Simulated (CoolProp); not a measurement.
The fluid at 820.26 K and 2.21 MPa (gas) is heated at constant pressure to 977.1 K. The same conditions are run with several fluids, on thermodynamics alone (safety and materials aside).

Model: reference Helmholtz-energy equation of state of each fluid (carbon dioxide: Span 1996; dry air: Lemmon 2000; nitrogen: Span 2000; water: Wagner 2002; oxygen: Schmidt 1985), in CoolProp. Blends and air are pseudo-pure fits.

```tsv
fluid	heat (kJ/kg)	final density (kg/m³)
carbon dioxide	___	11.9
dry air	176	7.82
nitrogen	___	7.56
water	355	___
oxygen	___	8.66
```

Question: What belongs in the gaps?

Answer: 
- carbon dioxide, heat (kJ/kg): 190
- nitrogen, heat (kJ/kg): 180
- water, final density (kg/m³): 4.93
- oxygen, heat (kJ/kg): 169

Above 300 K oxygen's equation is extrapolated.
